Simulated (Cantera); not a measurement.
Feed: 1 mol BCl3, 9.2 mol H2, 0.12 mol NH3, equilibrated at 1773.15 K and 0.0133 bar.

These are equilibrium values from Cantera (NASA tables, ideal gas, pure condensed phases), not measurements of a reactor. Candidate condensed phases: B, BN, NH4Cl; 21 gas species. Mutual solubility and eutectic melting of coexisting phases are not modelled. The tables' values for BCl, BCl2, BH2 are old estimates; treat these amounts as uncertain. Gases not in the tables: BHCl2. Kinetics and transport are ignored.

Base state: H2 0.730, HCl 0.253, BCl 0.0101, BCl3 0.00239, H 0.00211, BCl2 0.00175, Cl 0.000561, N2 0.000193 (mole fractions); condensed: B(s) + BN(s).

Problem. What changes in the equilibrium state with this change: temperature from 1773.15 K to 1825 K?

Solution. 
```
species       before     after
----------  --------  --------
H2             0.730     0.729
HCl            0.253     0.248
BCl           0.0101    0.0153
N2          0.000193  0.000503
H            0.00211   0.00326
Cl          0.000561  0.000844
BH2          7.82e-5  0.000113
B(s), mol      0.728     0.679
BN(s), mol     0.116     0.109
```
